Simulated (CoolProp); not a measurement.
Vapour-liquid equilibrium of R152A (1) + R113 (2) at 2.09 bar; x and y are mole fractions of (1).

Model: multi-fluid Helmholtz-energy mixture model, Outcalt 1996 and Marx 1992; pair parameters Bell 2016, in CoolProp.

```json
[
 {"x": "0.05", "bubble temperature, mixture model (K)": "324.5", "bubble temperature, Raoult's law (K)": "331.7", "y, mixture model": "0.457", "y, Raoult's law": "0.347"},
 {"x": "0.2", "bubble temperature, mixture model (K)": "293.8", "bubble temperature, Raoult's law (K)": "307.8", "y, mixture model": "0.839", "y, Raoult's law": "0.753"},
 {"x": "0.35", "bubble temperature, mixture model (K)": "282.2", "bubble temperature, Raoult's law (K)": "294.0", "y, mixture model": "0.913", "y, Raoult's law": "0.882"},
 {"x": "0.5", "bubble temperature, mixture model (K)": "276.8", "bubble temperature, Raoult's law (K)": "284.7", "y, mixture model": "0.940", "y, Raoult's law": "0.939"},
 {"x": "0.65", "bubble temperature, mixture model (K)": "273.5", "bubble temperature, Raoult's law (K)": "277.8", "y, mixture model": "0.955", "y, Raoult's law": "0.969"},
 {"x": "0.8", "bubble temperature, mixture model (K)": "270.8", "bubble temperature, Raoult's law (K)": "272.5", "y, mixture model": "0.970", "y, Raoult's law": "0.986"},
 {"x": "0.95", "bubble temperature, mixture model (K)": "267.9", "bubble temperature, Raoult's law (K)": "268.1", "y, mixture model": "0.990", "y, Raoult's law": "0.997"}
]
```

The largest gap from Raoult's law is -14.0 K in bubble temperature, at x = 0.2. No azeotrope shows between x = 0.05 and 0.95.

Pair parameters are fitted to limited data, so mixtures are less certain than the pure fluids. With so large a gap from Raoult's law the liquid may split in two, which this calculation doesn't test in full.
